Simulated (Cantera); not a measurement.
Mixture: 18.0 % CO, 19.8 % H2, 14.6 % O2, 36.4 % N2, 11.2 % CO2, equivalence ratio 1.3, at 1.00 atm, adiabatic and at constant pressure. Ignition delay is the time to a rise of 400 K.

Cantera simulation using GRI-Mech 3.0 (53 species, 325 reactions); the numbers are that mechanism's predictions, not measurements. Where the delays flatten at high temperature, the 400 K rule measures the pace of heat release, not the induction time.

Question: Predict: delay at 973 K; delay at 1023 K; delay at 1073 K; delay at 1123 K; delay at 1173 K; delay at 1223 K; delay at 1273 K.

Answer: 
* **delay at 973 K**: 0.898 ms
* **delay at 1023 K**: 0.234 ms
* **delay at 1073 K**: 0.126 ms
* **delay at 1123 K**: 83.3 µs
* **delay at 1173 K**: 60.7 µs
* **delay at 1223 K**: 47.1 µs
* **delay at 1273 K**: 38.3 µs
